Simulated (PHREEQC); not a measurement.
A solution holds 0.21 mol LiCl, 0.82 mol NH4Br and 0.0095 mol HBr per kg of water, at 4 °C. Closed to the air; pH follows from the charge balance.

Equilibrium calculation in PHREEQC: ion-association model, phreeqc.dat.

Problem. The ionic strength comes out as 1.04 mol/kgw. What activity coefficients do Li+, H+, NH4+, Br-, Cl- get?

Solution. Li+ 0.68, H+ 0.75, NH4+ 0.53, Br- 0.56, Cl- 0.62.

Precipitation was switched off in this run. Caution: at this ionic strength the ion-association model is outside its range; a Pitzer model would be the better tool where its parameters exist. Species that the database lacks are ignored. At this temperature some constants are extrapolated from 25 °C, and those without enthalpy data are left unchanged.
